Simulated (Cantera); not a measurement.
Mixture: CH₄ : CO : O₂ : N₂ = 1 : 0.047 : 3.26 : 12.3 (molar parts), equivalence ratio 0.62, at 0.345 atm, adiabatic and at constant volume. Ignition delay is the time to a rise of 400 K.

Computed with Cantera and GRI-Mech 3.0 (53 species, 325 reactions).

Predict: delay at 1200 K; delay at 1250 K; delay at 1300 K; delay at 1350 K; delay at 1400 K; delay at 1450 K; apparent activation energy between 1350 and 1450 K.


```
Item                                                    Result
--------------------------------------------------  ----------
delay at 1200 K                                        80.5 ms
delay at 1250 K                                        38.7 ms
delay at 1300 K                                        19.6 ms
delay at 1350 K                                        10.5 ms
delay at 1400 K                                        5.94 ms
delay at 1450 K                                        3.55 ms
apparent activation energy between 1350 and 1450 K  180 kJ/mol
```
